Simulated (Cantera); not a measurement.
A Cantera script and its output.

```python
import numpy as np
import cantera as ct

gas = ct.Solution("h2o2.yaml")
gas.TPX = 1200, 1333, {'H2': 0.0056, 'O2': 1}
inlet = ct.Reservoir(gas, clone=True)

reactor = ct.IdealGasConstPressureReactor(gas, energy="off", clone=False)
exhaust = ct.Reservoir(gas, clone=True)
tau = [0.37, 0.23, 0.14, 0.09, 0.056, 0.035, 0.022, 0.014, 0.0085, 0.0053, 0.0033][0]
for a, b in ((inlet, reactor), (reactor, exhaust)):
    ct.MassFlowController(a, b, mdot=lambda t: reactor.mass / tau)
net = ct.ReactorNet([reactor])
show = ['H2', 'O2', 'H2O', 'O', 'H2O2', 'OH']

rows = []
print(f"{'tau/s':>10s}{'T/K':>9s}" + "".join(f"{s:>11s}" for s in show))
for tau in [0.37, 0.23, 0.14, 0.09, 0.056, 0.035, 0.022, 0.014, 0.0085, 0.0053, 0.0033]:
    net.initial_time = 0.0
    net.advance(30 * tau)
    before = gas.X
    net.advance(40 * tau)
    drift = np.max(np.abs(gas.X - before) / (gas.X + 1e-9))
    rows.append([gas.T, *gas[show].X, drift])
    print(f"{tau:10.3e}{gas.T:9.1f}" + "".join(f"{x:11.3e}" for x in gas[show].X))
```

It prints:

```
     tau/s      T/K         H2         O2        H2O          O       H2O2         OH
 3.700e-01   1200.0  5.701e-05  9.917e-01  5.306e-03  2.534e-03  1.145e-08  3.661e-04
 2.300e-01   1200.0  7.802e-05  9.912e-01  5.252e-03  2.959e-03  1.254e-08  4.107e-04
 1.400e-01   1200.0  1.104e-04  9.908e-01  5.182e-03  3.357e-03  1.402e-08  4.617e-04
 9.000e-02   1200.0  1.530e-04  9.905e-01  5.102e-03  3.642e-03  1.577e-08  5.124e-04
 5.600e-02   1200.0  2.206e-04  9.902e-01  4.991e-03  3.852e-03  1.829e-08  5.744e-04
 3.500e-02   1200.0  3.209e-04  9.901e-01  4.842e-03  3.952e-03  2.164e-08  6.451e-04
 2.200e-02   1200.0  4.678e-04  9.900e-01  4.644e-03  3.940e-03  2.587e-08  7.238e-04
 1.400e-02   1200.0  6.768e-04  9.901e-01  4.385e-03  3.817e-03  3.082e-08  8.052e-04
 8.500e-03   1200.0  1.016e-03  9.903e-01  3.996e-03  3.545e-03  3.671e-08  8.902e-04
 5.300e-03   1200.0  1.486e-03  9.907e-01  3.499e-03  3.140e-03  4.145e-08  9.463e-04
 3.300e-03   1200.0  2.158e-03  9.913e-01  2.841e-03  2.569e-03  4.281e-08  9.442e-04
```

Cantera simulation using the H2/O2 subset of GRI-Mech 3.0, which has no nitrogen chemistry; the numbers are that mechanism's predictions, not measurements. Radical loss at walls, strong at low pressure, is not modelled.
